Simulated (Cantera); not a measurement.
What does this Cantera script print?

```python
import numpy as np
import cantera as ct

gas = ct.Solution("gri30.yaml")
gas.TPX = 1975, 6500, {'NO': 1, 'N2': 19, 'H2O': 0.051}
inlet = ct.Reservoir(gas, clone=True)

reactor = ct.IdealGasConstPressureReactor(gas, energy="off", clone=False)
exhaust = ct.Reservoir(gas, clone=True)
tau = [2.1, 0.66, 0.21, 0.065, 0.02, 0.0064, 0.002, 0.00064, 0.0002][0]
for a, b in ((inlet, reactor), (reactor, exhaust)):
    ct.MassFlowController(a, b, mdot=lambda t: reactor.mass / tau)
net = ct.ReactorNet([reactor])
show = ['NO', 'N2', 'NO2', 'O', 'N2O', 'O2']

rows = []
print(f"{'tau/s':>10s}{'T/K':>9s}" + "".join(f"{s:>11s}" for s in show))
for tau in [2.1, 0.66, 0.21, 0.065, 0.02, 0.0064, 0.002, 0.00064, 0.0002]:
    net.initial_time = 0.0
    net.advance(30 * tau)
    before = gas.X
    net.advance(40 * tau)
    drift = np.max(np.abs(gas.X - before) / (gas.X + 1e-9))
    rows.append([gas.T, *gas[show].X, drift])
    print(f"{tau:10.3e}{gas.T:9.1f}" + "".join(f"{x:11.3e}" for x in gas[show].X))
```

Result:

```
     tau/s      T/K         NO         N2        NO2          O        N2O         O2
 2.100e+00   1975.0  4.641e-02  9.492e-01  1.896e-06  9.023e-05  7.183e-07  1.675e-03
 6.600e-01   1975.0  4.886e-02  9.480e-01  1.149e-06  4.662e-05  7.659e-07  5.068e-04
 2.100e-01   1975.0  4.963e-02  9.476e-01  8.124e-07  1.895e-05  8.336e-07  1.534e-04
 6.500e-02   1975.0  4.983e-02  9.476e-01  7.657e-07  5.726e-06  9.348e-07  3.677e-05
 2.000e-02   1975.0  4.986e-02  9.476e-01  5.121e-07  1.840e-06  8.247e-07  2.835e-06
 6.400e-03   1975.0  4.987e-02  9.476e-01  9.254e-08  3.989e-07  5.315e-07  4.654e-08
 2.000e-03   1975.0  4.987e-02  9.476e-01  1.353e-08  1.734e-07  2.451e-07  2.347e-09
 6.400e-04   1975.0  4.987e-02  9.476e-01  1.713e-09  7.655e-08  9.192e-08  2.341e-10
 2.000e-04   1975.0  4.987e-02  9.476e-01  1.748e-10  2.836e-08  3.042e-08  2.508e-11
```

Detailed kinetics in Cantera: GRI-Mech 3.0 (53 species, 325 reactions).
